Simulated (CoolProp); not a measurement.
Properties of dimethyl ether at several states (Tc = 127.2 °C, pc = 5.337 MPa, ω = 0.196).

Model: reference Helmholtz-energy equation of state, Wu 2011, in CoolProp.

| T (°C) | p (MPa) | phase | density (kg/m³) | cp (kJ/(kg K)) | cv (kJ/(kg K)) |
|---|---|---|---|---|---|
| -71.05 | 0.307 | liquid | … | … | … |
| -102.05 | 3.46 | liquid | … | … | … |
| 158.55 | 1.83 | gas | … | 1.981 | … |

Some entries are withheld; supply them.


- -71.05, density (kg/m³): 796.0
- -71.05, cp (kJ/(kg K)): 2.149
- -71.05, cv (kJ/(kg K)): 1.464
- -102.05, density (kg/m³): 836.2
- -102.05, cp (kJ/(kg K)): 2.131
- -102.05, cv (kJ/(kg K)): 1.489
- 158.55, density (kg/m³): 26.13
- 158.55, cv (kJ/(kg K)): 1.696
